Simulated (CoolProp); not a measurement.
The numbers come from the reference Helmholtz-energy equation of state, Thol 2021 in CoolProp.

For chlorine, give the phase and the speed of sound (m/s), isothermal compressibility (1/MPa) at -46.35 °C and 4.3 MPa; -46.35 °C and 8.6 MPa; -46.35 °C and 10.7 MPa.


- -46.35 °C and 4.3 MPa: liquid; speed of sound 1120, isothermal compressibility 0.000914
- -46.35 °C and 8.6 MPa: liquid; speed of sound 1140, isothermal compressibility 0.000881
- -46.35 °C and 10.7 MPa: liquid; speed of sound 1150, isothermal compressibility 0.000866
